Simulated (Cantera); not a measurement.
Input (Python, Cantera) and output of one run.

```python
import numpy as np
import cantera as ct

gas_names = """
    H H2 N NH NH2 NH3 N2 N2H2 N2H4 Si SiH SiH2 SiH3 SiH4 SiN Si2 Si2N Si3
""".split()
cond_names = """
    Si(cr) Si(L) Si3N4(a)
""".split()


# ... load() reads the species with a 1 bar reference pressure and builds the phases ...
atoms = {
    'Si3N4': {'Si': 3, 'N': 4},
    'H2': {'H': 2},
}
top_T = {'Si3N4(a)': 2400}  # K; cautious upper limits of use, not melting points


# ... equilibrate(T, P, feed) seeds the gas with the atoms and calls Mixture.equilibrate('TP', solver="vcs", rtol=1e-11, max_steps=5000) ...
results = []
feed = {'Si3N4': 1, 'H2': 0.038}  # mol
T = 2250  # K
P = 1000  # Pa
mix = equilibrate(T, P, feed)
results.append((T, P, feed, dict(zip(mix.species_names, mix.species_moles))))
x = sorted(zip(gas.X, gas.species_names), reverse=True)
print(f"T = {T:g} K  P = {P:g} Pa  gas = {mix.phase_moles(0):.4g} mol")
print("   x: " + "  ".join(f"{s} {v:.3e}" for v, s in x if v > 1e-05))
print("   condensed (mol): " + ("  ".join(f"{mix.phase(i).name} {mix.phase_moles(i):.4g}"
      for i in range(1, mix.n_phases) if mix.phase_moles(i) > 1e-12) or "none"))
```

It prints:

```
T = 2250 K  P = 1000 Pa  gas = 2.181 mol
   x: N2 9.159e-01  Si 5.923e-02  H2 1.304e-02  H 8.480e-03  Si2 1.044e-03  Si2N 9.231e-04  SiN 8.694e-04  SiH 2.721e-04  Si3 1.994e-04
   condensed (mol): Si(L) 2.858
```

These are equilibrium values from Cantera (NASA tables, ideal gas, pure condensed phases), not measurements of a reactor. The tables' values for SiN are old estimates; treat these amounts as uncertain.
